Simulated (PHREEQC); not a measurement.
PHREEQC input (ion-association model, wateq4f.dat):

```
SOLUTION_MASTER_SPECIES
  An  An-  0  An  62.0  # stands for a non-complexing anion
SOLUTION_SPECIES
  An- = An-
    -log_k 0
    -gamma 3.0 0
  PO4-3 + 3H+ = H3PO4  # constants of phreeqc.dat
    -log_k 21.721
    -delta_h -10.1 kJ
PHASES
  Fix_H+
    H+ = H+
    -log_k 0
SOLUTION 1
  temp 25
  units mmol/kgw
  pH 7 charge
  P 0.14
  Na 5.17
  Se(6) 0.015
  An 5
END
SELECTED_OUTPUT 1
  -reset false
  -pH true
  -pe true
  -ionic_strength true
  -water true
  -totals Na P Se Se(-2) Se(4) Se(6)
  -molalities Hfo_wOH Hfo_wOH2+ Hfo_wO- Hfo_sOH Hfo_sOH2+ Hfo_sO- Hfo_wSeO4- Hfo_wOHSeO4-2 Hfo_wH2PO4 Hfo_wHPO4-
    Hfo_wPO4-2
USER_PUNCH 1
  -headings sigma psi
  10 PUNCH EDL("sigma", "Hfo"), EDL("psi", "Hfo")
PRINT
  -reset false
USE solution 1
SURFACE 1
  Hfo_wOH 5.39326e-05 600 0.024
  Hfo_sOH 1.34831e-06
EQUILIBRIUM_PHASES 1
  Fix_H+ -3 HAn 10
    -force_equality true
  O2(g) -0.68 10
END
# ... the last block is repeated for the other 12 points of pH, with NaOH or the acid as the point needs
```

Selected output (columns that matter, 12 of 13 rows; pH added in front):

```
pH	mu	Na	P	Se	m_Hfo_wOH	m_Hfo_wOH2+	m_Hfo_wO-	m_Hfo_sOH	m_Hfo_sOH2+	m_Hfo_sO-	m_Hfo_wSeO4-	m_Hfo_wOHSeO4-2	sigma	psi
3	0.0062639	0.00517	8.7971e-05	1.499e-05	1.3125e-09	1.8928e-06	2.0848e-14	9.3426e-10	1.3474e-06	1.484e-14	9.8631e-09	1.5664e-11	0.015808	0.066904
3.67	0.0054152	0.00517	8.8735e-05	1.4995e-05	5.2468e-09	2.6572e-06	2.3733e-13	2.6571e-09	1.3457e-06	1.2019e-13	5.3891e-09	2.4373e-11	0.01088	0.054156
4.33	0.0052358	0.00517	9.0684e-05	1.4998e-05	2.0828e-08	4.5936e-06	2.1635e-12	6.0858e-09	1.3422e-06	6.3214e-13	2.3772e-09	2.4688e-11	0.0065441	0.036469
5	0.0051966	0.00517	9.4155e-05	1.4999e-05	7.8213e-08	8.009e-06	1.7498e-11	1.304e-08	1.3353e-06	2.9172e-12	8.8099e-10	1.9706e-11	0.0027707	0.016546
5.67	0.0051907	0.00517	9.8967e-05	1.5e-05	2.6231e-07	1.2637e-05	1.2474e-10	2.7418e-08	1.3209e-06	1.3038e-11	2.8721e-10	1.3655e-11	-0.00061194	-0.0037167
6.33	0.0052	0.00517	0.00010431	1.5e-05	7.9087e-07	1.745e-05	8.2115e-10	5.8457e-08	1.2898e-06	6.0696e-11	9.0479e-11	9.3927e-12	-0.0038598	-0.022697
7.67	0.0053439	0.0052395	0.00011622	1.5e-05	7.9536e-06	2.2136e-05	6.5468e-08	3.5563e-07	9.8975e-07	2.9273e-09	1.5014e-11	1.2356e-11	-0.0094203	-0.048776
8.33	0.0054075	0.0052771	0.000125	1.5e-05	2.0701e-05	1.7673e-05	5.5548e-07	7.1697e-07	6.121e-07	1.9239e-08	6.087e-12	1.633e-11	-0.011788	-0.05746
9	0.0054534	0.0053092	0.00013381	1.5e-05	3.4912e-05	1.0055e-05	2.7769e-06	9.8593e-07	2.8396e-07	7.8421e-08	1.3892e-12	1.1048e-11	-0.015522	-0.069178
9.67	0.0055123	0.0053619	0.00013878	1.5e-05	4.0405e-05	5.4485e-06	6.8641e-06	1.0334e-06	1.3935e-07	1.7556e-07	1.5672e-13	2.662e-12	-0.024005	-0.089317
10.33	0.0057037	0.0055504	0.00013989	1.5e-05	4.0159e-05	3.7146e-06	9.9461e-06	1.0061e-06	9.3059e-08	2.4917e-07	1.0816e-14	2.6782e-13	-0.044175	-0.11867
11	0.0065876	0.0064233	0.00013999	1.5e-05	3.7371e-05	2.2348e-06	1.4316e-05	9.3445e-07	5.5881e-08	3.5797e-07	6.9646e-16	2.6674e-14	-0.083107	-0.1471
```

H3PO4, which wateq4f.dat lacks, is added to it with the constant of phreeqc.dat. The oxide is taken as insoluble; below pH 4 it would dissolve.
